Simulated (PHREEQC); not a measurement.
Solution (25 °C): 0.055 mol HBr, 0.00024 mol PbCl2 and 6.9e-05 mol LiNO3 per kg of water. Closed to the air; pH follows from the charge balance.

All values are PHREEQC results (ion-association model, phreeqc.dat), not measurements.

Each row changes one thing in this solution. Precipitation was switched off in this run.

| case | pH | ionic strength (mol/kgw) |
|---|---|---|
| as made | 1.33 | 0.0555 |
| PbCl2 replaced by CaCl2 at the same molality | 1.33 | [?] |
| diluted 10-fold with water | [?] | [?] |
| 0.059 mol/kgw H2SO4 added | [?] | [?] |
| PbCl2 from 0.00024 to 0.000216 mol/kgw | 1.33 | 0.0555 |

Task: What belongs in the gaps?

Result: 
- PbCl2 replaced by CaCl2 at the same molality, ionic strength (mol/kgw): 0.0558
- diluted 10-fold with water, pH: 2.29
- diluted 10-fold with water, ionic strength (mol/kgw): 0.00557
- 0.059 mol/kgw H2SO4 added, pH: 0.99
- 0.059 mol/kgw H2SO4 added, ionic strength (mol/kgw): 0.137

Some of these states are supersaturated (in Anglesite, for instance).
